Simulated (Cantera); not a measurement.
Feed: 1 mol Si₃N₄, 1.9 mol H₂O, 300 mol H₂, equilibrated at 62.0 Pa.

Cantera equilibrium calculation (NASA polynomials, part measured and part estimated; ideal gas, pure solids and liquids). Candidate condensed phases: H₂O, Si, SiO₂, Si₂N₂O, Si₃N₄; 35 gas species. Gases not in the tables: Si₂H₆ and higher silanes. The numbers say what is thermodynamically allowed, not how fast it happens.

**Question.** Which condensed phases are stable at each of these points (T (K)): 1600, 1650, 1700, 1750, 1800, 1850, 1900, 1950, 2000, 2050, 2100, 2150?

**Answer.** 
```csv
T (K),condensed phases,Si condensed (%)
1600,Si(s),34.9
1650,Si(s),31.9
1700,Si(l),24.7
1750,Si(l),10.3
1800,gas only,0.0
1850,gas only,0.0
1900,gas only,0.0
1950,gas only,0.0
2000,gas only,0.0
2050,gas only,0.0
2100,gas only,0.0
2150,gas only,0.0
```

From 1600 K to 1650 K the condensed part is Si(s). From 1700 K to 1750 K the condensed part is Si(l). From 1800 K to 2150 K nothing is condensed.
